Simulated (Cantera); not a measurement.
Feed: 1 mol CH3F, 0.11 mol H2, 0.36 mol HCl, at 1450 K and 140 Pa.

These are equilibrium values from Cantera (NASA tables, ideal gas, pure condensed phases), not measurements of a reactor. Candidate condensed phases: C, C6H6, C7H8, C8H18; 118 gas species. Equilibrium is a limit: real reactors are often held back by kinetics, nucleation or transport.

Base state: H2 0.449, HF 0.405, HCl 0.146, H 0.000169, Cl 4.47e-5 (mole fractions); condensed: C(graphite).

Problem. What changes in the equilibrium state with this change: CH3F replaced by CH3Cl?

Solution. 
```csv
species,before,after
HCl,0.146,0.550
H2,0.449,0.449
H,0.000169,0.000169
HF,0.405,0
Cl,4.47e-5,0.000169
"C(graphite), mol",1.000,1.000
```
